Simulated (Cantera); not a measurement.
Ammonia decomposition in nitride growth gas

An isothermal, constant-pressure homogeneous reactor starts with 6.67 % NH3, 93.3 % H2, at 2350 K and 1.01 bar.

Detailed kinetics in Cantera: the gas-phase N/H chemistry of the illustrative SiF4/NH3 mechanism in the Surface Chemkin manual (1991). Walls and surfaces, which speed up NH3 decomposition in real reactors, are not modelled.

```json
[
 {"t (s)": "1.00e-6", "x NH3": "0.0667", "x H2": "0.933", "x H": "3.42e-5", "x N2H2": "1.63e-11", "x NH2": "8.65e-6"},
 {"t (s)": "5.09e-6", "x NH3": "0.0666", "x H2": "0.933", "x H": "0.000177", "x N2H2": "5.43e-10", "x NH2": "4.13e-5"},
 {"t (s)": "2.60e-5", "x NH3": "0.0664", "x H2": "0.932", "x H": "0.000893", "x N2H2": "2.82e-8", "x NH2": "0.000204"},
 {"t (s)": "0.000132", "x NH3": "0.0644", "x H2": "0.931", "x H": "0.00326", "x N2H2": "8.94e-7", "x NH2": "0.000721"},
 {"t (s)": "0.000674", "x NH3": "0.0471", "x H2": "0.939", "x H": "0.00406", "x N2H2": "8.56e-7", "x NH2": "0.000651"},
 {"t (s)": "0.00343", "x NH3": "0.00870", "x H2": "0.957", "x H": "0.00724", "x N2H2": "1.40e-7", "x NH2": "0.000211"},
 {"t (s)": "0.0175", "x NH3": "0.000199", "x H2": "0.957", "x H": "0.0122", "x N2H2": "3.12e-10", "x NH2": "8.09e-6"},
 {"t (s)": "0.0891", "x NH3": "2.85e-5", "x H2": "0.957", "x H": "0.0122", "x N2H2": "7.01e-12", "x NH2": "1.16e-6"},
 {"t (s)": "0.454", "x NH3": "5.57e-6", "x H2": "0.957", "x H": "0.0122", "x N2H2": "<1e-12", "x NH2": "2.27e-7"},
 {"t (s)": "2.31", "x NH3": "2.14e-6", "x H2": "0.957", "x H": "0.0122", "x N2H2": "<1e-12", "x NH2": "8.72e-8"},
 {"t (s)": "11.8", "x NH3": "2.06e-6", "x H2": "0.957", "x H": "0.0122", "x N2H2": "<1e-12", "x NH2": "8.41e-8"},
 {"t (s)": "60.0", "x NH3": "2.06e-6", "x H2": "0.957", "x H": "0.0122", "x N2H2": "<1e-12", "x NH2": "8.41e-8"}
]
```
x: mole fraction; the columns are a selection and need not sum to one.

Equilibrium at this temperature and pressure: NH3 2.06e-6, H2 0.957, H 0.0122, N2H2 <1e-12, NH2 8.41e-8 (gas phase only).
